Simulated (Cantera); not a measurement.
# Low-pressure radical oxidation in H2/O2

An isothermal, constant-pressure homogeneous reactor starts with 0.774 % H₂, 99.2 % O₂, at 1175 K and 20.0 Torr.

Model: the H2/O2 subset of GRI-Mech 3.0, which has no nitrogen chemistry, integrated in Cantera. Radical loss at walls, strong at low pressure, is not modelled.

```tsv
t (s)	x H₂	x O₂	x OH	x H₂O₂	x HO₂
9.00e-5	0.00774	0.992	5.76e-10	<1e-12	7.87e-10
0.000189	0.00774	0.992	1.56e-9	<1e-12	1.66e-9
0.000398	0.00774	0.992	4.63e-9	<1e-12	3.51e-9
0.000838	0.00774	0.992	2.09e-8	3.05e-12	7.51e-9
0.00176	0.00774	0.992	3.03e-7	1.41e-11	1.88e-8
0.00371	0.00759	0.992	6.85e-5	7.89e-10	6.96e-7
0.00781	0.000171	0.986	0.000815	6.28e-8	2.09e-6
0.0164	2.29e-5	0.987	0.000513	2.88e-8	1.45e-6
0.0346	1.69e-5	0.988	0.000441	2.80e-8	1.25e-6
0.0727	9.95e-6	0.990	0.000340	2.60e-8	9.66e-7
0.153	4.45e-6	0.991	0.000228	2.20e-8	6.31e-7
0.322	1.54e-6	0.992	0.000135	1.58e-8	3.42e-7
0.678	4.54e-7	0.992	7.41e-5	9.04e-9	1.55e-7
1.43	1.27e-7	0.992	3.95e-5	4.11e-9	6.11e-8
3.00	3.69e-8	0.992	2.15e-5	1.61e-9	2.26e-8
```
x: mole fraction; the columns are a selection and need not sum to one.

Equilibrium at this temperature and pressure: H₂ 3.59e-10, O₂ 0.992, OH 2.16e-6, H₂O₂ 2.41e-11, HO₂ 3.64e-9 (gas phase only).
